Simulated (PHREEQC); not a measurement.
Make-up at 25 °C: 0.0078 mol NH4HF2, 0.00013 mol (NH4)2SiF6 and 0.0013 mol HBF4 per kg of water. Closed to the air; pH follows from the charge balance.

Computed with PHREEQC (ion-association model, phreeqc.dat).

No solid was allowed to form.

**Question.** Order these F species by the share of F that they hold, largest first: BF4-, HF2-, SiF6-2, F-, HF.

**Answer.** HF (37 %), F- (33 %), BF4- (23 %), SiF6-2 (3.6 %), HF2- (2.1 %)

**Question.** Order these B species by the share of B that they hold, largest first: H3BO3, BF4-, BF3OH-, BF2(OH)2-.

**Answer.** BF4- (95 %), BF3OH- (4.3 %), BF2(OH)2- (0.73 %), H3BO3 (0.44 %)

The pH is 3.08 and the ionic strength 0.00910 mol/kgw. SiF6-2 is the database's only silicon fluoride. Real BF4- forms and hydrolyses slowly; the run takes it at equilibrium.
